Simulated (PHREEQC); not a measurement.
Make-up at 25 °C: 0.002 mol CuSO4, 0.0006 mol H2SO4 and 0.00023 mol Na2SO4 per kg of water. Closed to the air; pH follows from the charge balance.

Model: ion-association model, wateq4f.dat, run in PHREEQC.

Precipitation was switched off in this run.

Order these S species by the share of S that they hold, largest first: NaSO4-, HSO4-, SO4-2, CuSO4.

SO4-2 (81 %), CuSO4 (13 %), HSO4- (5.7 %), NaSO4- (0.13 %)

The pH is 3.02 and the ionic strength 0.00871 mol/kgw. Species that the database lacks are ignored.
